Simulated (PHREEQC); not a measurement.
Consider water at 25 °C with 0.36 mol/kgw CuSO4 and 1 mol/kgw HCl. Closed to the air; pH follows from the charge balance.

Computed with PHREEQC (ion-association model, phreeqc.dat).

Each row changes one thing in this solution. This is a speciation only: nothing precipitates in the calculation.

| case | pH | ionic strength (mol/kgw) | HSO4- (mol/kgw) | SO4-2 (mol/kgw) |
|---|---|---|---|---|
| as made | 0.28 | 1.51 | 0.290 | 0.0398 |
| diluted 100-fold with water | 2.10 | 0.0204 | 0.00107 | 0.00208 |
| 0.43 mol/kgw LiOH added | 0.60 | 1.54 | 0.230 | 0.0669 |
| HCl from 1 to 2 mol/kgw | -0.08 | 2.38 | 0.320 | 0.0298 |
| diluted 10-fold with water | 1.20 | 0.174 | 0.0220 | 0.00885 |
| CuSO4 replaced by NaHSO4 at the same molality | 0.12 | 1.42 | 0.323 | 0.0288 |

The ionic strength passes 0.7 mol/kgw, the rough limit of the ion-association models, in as made; 0.43 mol/kgw LiOH added; HCl from 1 to 2 mol/kgw; CuSO4 replaced by NaHSO4 at the same molality.
